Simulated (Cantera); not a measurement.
Equilibrium for fluorocarbon and chlorocarbon gases: CH3Cl + F2

Charge: 1 mol CH3Cl, 0.44 mol F2, at 0.00680 bar.

Equilibrium computed with Cantera from the NASA thermochemical tables; the gas is ideal and each condensed phase is pure. Candidate condensed phases: C, C6H6, C7H8, C8H18; 118 gas species. Rates play no part.

```csv
T (K),x HCl,x HF,x H,x H2,x Cl,x C2H2 (acetylene),x C3,n C(graphite)
773,0.410,0.361,5.26e-12,0.228,9.98e-12,<1e-12,<1e-12,0.998
973,0.410,0.361,6.28e-9,0.229,1.06e-8,1.24e-10,<1e-12,1.000
1173,0.410,0.361,6.85e-7,0.229,1.07e-6,1.41e-8,<1e-12,1.000
1373,0.410,0.361,1.93e-5,0.230,2.86e-5,3.97e-7,<1e-12,1.000
1573,0.409,0.361,0.000236,0.229,0.000335,4.74e-6,<1e-12,1.000
1773,0.407,0.360,0.00165,0.229,0.00225,3.21e-5,7.29e-12,1.000
1973,0.396,0.357,0.00782,0.228,0.0101,0.000146,2.08e-9,0.999
2173,0.365,0.350,0.0277,0.225,0.0328,0.000496,2.04e-7,0.997
2373,0.299,0.332,0.0778,0.211,0.0788,0.00130,9.08e-6,0.993
2573,0.203,0.303,0.174,0.175,0.142,0.00255,0.000220,0.981
2773,0.107,0.265,0.305,0.114,0.197,0.00348,0.00332,0.930
```
x: gas mole fraction; n: condensed amount in mol.

From 773 K to 2773 K the condensed part is C(graphite). The main C-bearing gas is CH4 at 773 K and C3 at 2773 K.
